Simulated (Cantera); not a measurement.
What does this Cantera script print?

```python
import numpy as np
import cantera as ct

surf = ct.Interface("diamond.yaml", "diamond_100")
gas, bulk = surf.adjacent["gas"], surf.adjacent["diamond"]
k = surf.kinetics_species_index(bulk.species_names[0])
cover = ["c6HH", "c6H*", "c6*H", "c6**", "c6HM", "c6B"]

rows, drift = [], 0.0
print(f"{'xCH3':>10s}{'um/h':>11s}" + "".join(f"{s:>11s}" for s in cover))
for v in [1e-06, 2.5e-06, 6.2e-06, 1.5e-05, 3.9e-05, 9.6e-05, 0.00024, 0.0006, 0.0015]:
    T, P, xH, xCH3 = 1275, 6100, 0.00042, v
    gas.TPX = T, P, {"H": xH, "CH3": xCH3, "CH4": 0.0028, "H2": 1 - xH - xCH3 - 0.0028}
    surf.TP = bulk.TP = T, P
    surf.coverages = "c6H*:0.1, c6HH:0.9"
    surf.advance_coverages(100.0)
    before = surf.coverages
    surf.advance_coverages(100.0)
    drift = max(drift, np.max(np.abs(surf.coverages - before) / (surf.coverages + 1e-9)))
    rate = surf.net_production_rates[k] * bulk.mean_molecular_weight / bulk.density * 3.6e9
    rows.append([rate, *surf[cover].coverages])
    print(f"{v:10.4g}{rate:11.4e}" + "".join(f"{x:11.3e}" for x in rows[-1][1:]))
```

It prints:

```
      xCH3       um/h       c6HH       c6H*       c6*H       c6**       c6HM        c6B
     1e-06 3.2495e-03  4.839e-01  4.104e-02  4.576e-01  1.740e-02  3.346e-06  8.818e-12
   2.5e-06 8.1209e-03  4.839e-01  4.104e-02  4.576e-01  1.739e-02  8.365e-06  2.204e-11
   6.2e-06 2.0123e-02  4.839e-01  4.104e-02  4.575e-01  1.738e-02  2.074e-05  5.461e-11
   1.5e-05 4.8590e-02  4.839e-01  4.103e-02  4.575e-01  1.734e-02  5.014e-05  1.319e-10
   3.9e-05 1.2566e-01  4.837e-01  4.101e-02  4.573e-01  1.724e-02  1.302e-04  3.410e-10
   9.6e-05 3.0548e-01  4.834e-01  4.097e-02  4.568e-01  1.700e-02  3.192e-04  8.289e-10
   0.00024 7.4054e-01  4.825e-01  4.087e-02  4.557e-01  1.643e-02  7.904e-04  2.010e-09
    0.0006 1.7223e+00  4.805e-01  4.064e-02  4.532e-01  1.516e-02  1.934e-03  4.674e-09
    0.0015 3.6818e+00  4.763e-01  4.017e-02  4.478e-01  1.270e-02  4.630e-03  9.991e-09
```

Detailed kinetics in Cantera: the Harris–Goodwin 1993 mechanism for the reconstructed diamond (100) surface.
